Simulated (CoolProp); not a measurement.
Properties of R1234yf at several states.

Values from CoolProp's reference Helmholtz-energy equation of state, Lemmon 2022.

```
T (°C)   p (MPa)          phase  density (kg/m³)  Joule-Thomson coefficient (K/MPa)  isothermal compressibility (1/MPa)
-------  -------  -------------  ---------------  ---------------------------------  ----------------------------------
74.05     0.0128            gas           0.5065                                ___                               78.25
19.65     0.0112            gas           0.5260                                ___                               89.51
113.55      13.6  supercritical              ___                                ___                                 ___
35.95       1.68         liquid              ___                             0.1186                                 ___
-137.45    0.395         liquid             1541                            -0.4582                           0.0006690
69.05      0.421            gas              ___                              12.55                               2.530
```

### Question
Some entries are withheld; supply them.

### Answer

- 74.05, Joule-Thomson coefficient (K/MPa): 11.24
- 19.65, Joule-Thomson coefficient (K/MPa): 18.96
- 113.55, density (kg/m³): 890.9
- 113.55, Joule-Thomson coefficient (K/MPa): 0.4038
- 113.55, isothermal compressibility (1/MPa): 0.01503
- 35.95, density (kg/m³): 1057
- 35.95, isothermal compressibility (1/MPa): 0.008596
- 69.05, density (kg/m³): 17.93
